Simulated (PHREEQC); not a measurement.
Dissolve 0.058 mol/kgw HF, 0.26 mol/kgw NH4F and 0.028 mol/kgw (NH4)2SiF6 at 25 °C. Closed to the air; pH follows from the charge balance.

The numbers come from PHREEQC with the ion-association model, phreeqc.dat.

| Item | Result |
|---|---|
| pH | 3.84 |
| ionic strength | 0.344 mol/kgw |
| activity of water | 0.989 |
| density | 1.005 g/cm³ |
| total alkalinity | -170 meq/kg |

```json
[
 {"species": "NH4+", "molality": "0.316", "activity": "0.199", "log γ": "-0.202"},
 {"species": "F-", "molality": "0.233", "activity": "0.154", "log γ": "-0.179"},
 {"species": "HF", "molality": "0.0308", "activity": "0.0333", "log γ": "0.034"},
 {"species": "SiF6-2", "molality": "0.0280", "activity": "0.00688", "log γ": "-0.610"},
 {"species": "HF2-", "molality": "0.0270", "activity": "0.0198", "log γ": "-0.136"},
 {"species": "H+", "molality": "0.000185", "activity": "0.000144", "log γ": "-0.109"},
 {"species": "NH3", "molality": "7.26e-7", "activity": "7.86e-7", "log γ": "0.034"}
]
```

Precipitation was switched off in this run. SiF6-2 is the database's only silicon fluoride.
